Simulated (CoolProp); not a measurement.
Vapour-liquid equilibrium of octamethyltrisiloxane (MDM) (1) + octamethylcyclotetrasiloxane (D4) (2) at 1.43 bar; x and y are mole fractions of (1).

The numbers come from the multi-fluid Helmholtz-energy mixture model, Thol 2017 and Thol 2015; pair parameters Bell 2016 in CoolProp.

Give the bubble temperature and the first vapour's composition at x = 0.05, 0.8, 0.95. Is there an azeotrope?

x = 0.05: 461.4 K, y = 0.082; x = 0.8: 443.3 K, y = 0.869; x = 0.95: 440.3 K, y = 0.970. No azeotrope shows between x = 0.05 and 0.95.

Pair parameters are fitted to limited data, so mixtures are less certain than the pure fluids.
